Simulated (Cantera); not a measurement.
What does this Cantera script print?

```python
import numpy as np
import cantera as ct

gas_names = """
    CL CL2 H HCL H2 N NH NH2 NH3 N2 N2H2 N2H4 Si SiCL SiCL2 SiCL3 SiCL4 SiH SiHCL3 SiH2 SiH2CL2 SiH3
    SiH3CL SiH4 SiN Si2 Si2N Si3
""".split()
cond_names = """
    NH4CL(a) NH4CL(b) Si(cr) Si(L) Si3N4(a)
""".split()


# ... load() reads the species with a 1 bar reference pressure and builds the phases ...
atoms = {
    'SiHCl3': {'Si': 1, 'H': 1, 'CL': 3},
    'Cl2': {'CL': 2},
    'N2': {'N': 2},
}
top_T = {'Si3N4(a)': 2400}  # K; cautious upper limits of use, not melting points


# ... equilibrate(T, P, feed) seeds the gas with the atoms and calls Mixture.equilibrate('TP', solver="vcs", rtol=1e-11, max_steps=5000) ...
results = []
T = 1200  # K
P = 2200  # Pa
for m in [22, 26, 31, 36, 43, 51, 60, 70, 83, 98, 120, 140]:
    feed = {'SiHCl3': 1, 'Cl2': 0.026, 'N2': m}  # mol
    mix = equilibrate(T, P, feed)
    results.append((T, P, feed, dict(zip(mix.species_names, mix.species_moles))))

top = {s: max(r[3][s] / sum(r[3][g] for g in gas_names) for r in results) for s in gas_names}
cols = sorted((s for s in top if top[s] > 0.0001), key=lambda s: -top[s])[:6]
seen = [c for c in cond_names if any(r[3].get(c, 0) > 1e-12 for r in results)]
print("log10 of partial pressures in bar; condensed amounts in mol")
print(f"{'n(N2)':>10s}" + "".join(f"{s[:9]:>10s}" for s in cols + seen))
for T, P, feed, n in results:
    ng = sum(n[g] for g in gas_names)
    print(f"{feed['N2']:10.4g}" + "".join(f"{np.log10(max(n[s] / ng * P / 1e5, 1e-99)):10.3f}" for s in cols)
          + "".join(f"{n.get(c, 0):10.4g}" for c in seen))
```

It prints:

```
log10 of partial pressures in bar; condensed amounts in mol
     n(N2)        N2       HCL     SiCL4        H2     SiCL3     SiCL2  Si3N4(a)
        22    -1.687    -3.069    -3.305    -4.326    -4.796    -5.344    0.1517
        26    -1.682    -3.135    -3.376    -4.424    -4.850    -5.381    0.1521
        31    -1.678    -3.205    -3.451    -4.528    -4.907    -5.420    0.1526
        36    -1.675    -3.265    -3.515    -4.617    -4.956    -5.453    0.1529
        43    -1.673    -3.337    -3.592    -4.724    -5.014    -5.493    0.1532
        51    -1.670    -3.407    -3.666    -4.828    -5.070    -5.531    0.1535
        60    -1.668    -3.474    -3.737    -4.927    -5.123    -5.567    0.1538
        70    -1.667    -3.538    -3.804    -5.021    -5.174    -5.601     0.154
        83    -1.665    -3.609    -3.879    -5.126    -5.230    -5.638    0.1541
        98    -1.664    -3.678    -3.952    -5.228    -5.285    -5.675    0.1543
       120    -1.663    -3.763    -4.041    -5.354    -5.352    -5.720    0.1544
       140    -1.662    -3.828    -4.109    -5.450    -5.403    -5.755    0.1545
```

Equilibrium computed with Cantera from the NASA thermochemical tables; the gas is ideal and each condensed phase is pure. N2 is the only nitrogen source here; it is nearly inert below about 1500 K, so the nitride shown seldom forms there in practice. The tables' values for SiCl3 are old estimates; treat these amounts as uncertain.
